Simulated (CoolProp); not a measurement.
Vapour-liquid equilibrium of isohexane (1) + n-hexane (2) at 393.4 K; x and y are mole fractions of (1).

Computed with CoolProp (multi-fluid Helmholtz-energy mixture model, Lemmon 2006 and Thol 2019; pair parameters Bell 2016).

```json
[
 {"x": "0.05", "bubble pressure, mixture model (kPa)": "[?]", "bubble pressure, Raoult's law (kPa)": "406.7", "y, mixture model": "[?]", "y, Raoult's law": "0.061"},
 {"x": "0.2", "bubble pressure, mixture model (kPa)": "421.9", "bubble pressure, Raoult's law (kPa)": "420.5", "y, mixture model": "[?]", "y, Raoult's law": "0.235"},
 {"x": "0.35", "bubble pressure, mixture model (kPa)": "[?]", "bubble pressure, Raoult's law (kPa)": "434.2", "y, mixture model": "[?]", "y, Raoult's law": "0.398"},
 {"x": "0.5", "bubble pressure, mixture model (kPa)": "[?]", "bubble pressure, Raoult's law (kPa)": "448.0", "y, mixture model": "0.544", "y, Raoult's law": "0.551"},
 {"x": "0.65", "bubble pressure, mixture model (kPa)": "464.3", "bubble pressure, Raoult's law (kPa)": "461.7", "y, mixture model": "0.687", "y, Raoult's law": "0.695"},
 {"x": "0.8", "bubble pressure, mixture model (kPa)": "477.3", "bubble pressure, Raoult's law (kPa)": "475.5", "y, mixture model": "[?]", "y, Raoult's law": "0.831"},
 {"x": "0.95", "bubble pressure, mixture model (kPa)": "[?]", "bubble pressure, Raoult's law (kPa)": "489.2", "y, mixture model": "0.957", "y, Raoult's law": "0.959"}
]
```

Complete the blanks.


- 0.05, bubble pressure, mixture model (kPa): 407.1
- 0.05, y, mixture model: 0.060
- 0.2, y, mixture model: 0.232
- 0.35, bubble pressure, mixture model (kPa): 436.5
- 0.35, y, mixture model: 0.393
- 0.5, bubble pressure, mixture model (kPa): 450.6
- 0.8, y, mixture model: 0.824
- 0.95, bubble pressure, mixture model (kPa): 489.8

The largest gap from Raoult's law is +0.6 % in bubble pressure, at x = 0.5. No azeotrope shows between x = 0.05 and 0.95.

The pair parameters rest on a limited set of measurements; away from them the model extrapolates.
